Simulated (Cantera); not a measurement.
## Transport properties of process gases

Gas mixture: 68.9 % N₂O, 31.1 % O₂, at 15.0 Pa, frozen composition.

Cantera's kinetic-theory transport with the Lennard-Jones parameters of GRI-Mech 3.0, ideal gas; thermal conductivity in the multicomponent form. The composition is frozen, though it would react at the higher temperatures.

```tsv
T (K)	ρ (kg/m³)	cp (J/kg/K)	μ (µPa s)	λ (mW/m/K)	Pr	D (cm²/s) N₂	D (cm²/s) CH₃	D (cm²/s) OH
400	0.000182	963.1	21.0	27.5	0.734	1920	2130	2990
650	0.000112	1100	30.8	46.1	0.736	4470	5020	6910
900	8.07e-5	1189	39.1	63.1	0.736	7780	8770	12000
1150	6.32e-5	1242	46.3	78.3	0.735	11700	13300	18100
1400	5.19e-5	1279	52.9	92.2	0.734	16300	18500	25100
1650	4.40e-5	1309	59.0	105	0.733	21400	24300	33000
1900	3.82e-5	1332	64.7	118	0.732	27100	30700	41700
2150	3.38e-5	1350	70.2	130	0.731	33300	37800	51100
2400	3.03e-5	1365	75.4	141	0.730	39900	45300	61400
```
D: mixture-averaged diffusion coefficient of that species in the mixture.
